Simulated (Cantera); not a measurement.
Charge: 1 mol CaO, 12 mol HBr, 1.8 mol H₂, held at 0.100 bar.

These are equilibrium values from Cantera (NASA tables, ideal gas, pure condensed phases), not measurements of a reactor. Candidate condensed phases: Br₂, Ca, CaBr₂, CaO, Ca(OH)₂, H₂O; 19 gas species. Rates play no part. All values below are at 1252 °C.

Base state: HBr 0.706, H₂ 0.136, CaBr₂ 0.0720, H₂O 0.0720, Br 0.0131, Br₂ 0.000148, H 2.76e-5 (mole fractions); condensed: gas only.

Problem. What changes in the equilibrium state with this change: H₂ from 1.8 to 46 mol?

Solution. 
```
species    before    after
-------  --------  -------
H₂          0.136    0.793
HBr         0.706    0.171
CaBr₂      0.0720   0.0172
Br         0.0131  0.00131
H₂O        0.0720   0.0172
Br₂      0.000148  1.49e-6
H         2.76e-5  6.66e-5
```
